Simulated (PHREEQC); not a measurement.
Solution (25 °C): 0.24 mol/kgw Cu(NO3)2, 0.00165 mol/kgw H2SO4 and 0.025 mol/kgw Na2SO4. Closed to the air; pH follows from the charge balance.

Model: ion-association model, wateq4f.dat, run in PHREEQC.

No solid was allowed to form.

Order these S species by the share of S that they hold, largest first: HSO4-, SO4-2, CuSO4, NaSO4-.

CuSO4 (58 %), SO4-2 (38 %), HSO4- (2.1 %), NaSO4- (1.8 %)

The pH is 2.69 and the ionic strength 0.736 mol/kgw. Ionic strength above about 0.7 mol/kgw puts this run outside the model's range.
